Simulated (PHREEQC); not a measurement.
# Nickel, zinc or cadmium bath (model solution)

Dissolve 170 mmol/kgw CdSO4 and 0.41 mmol/kgw Na2SO4 at 25 °C. Closed to the air; pH follows from the charge balance.

Model: ion-association model, wateq4f.dat, run in PHREEQC.

```
Property                Value
--------------  -------------
pH                       5.86
ionic strength  0.299 mol/kgw
```

```tsv
species	molality	activity	log γ
Cd+2	0.0745	0.0216	-0.538
CdSO4	0.0655	0.0702	0.030
SO4-2	0.0449	0.0113	-0.600
Cd(SO4)2-2	0.0300	0.00868	-0.538
Na+	0.000776	0.000562	-0.140
NaSO4-	4.41e-5	3.18e-5	-0.142
Cd2OH+3	2.20e-6	1.35e-7	-1.211
```

No solid was allowed to form.
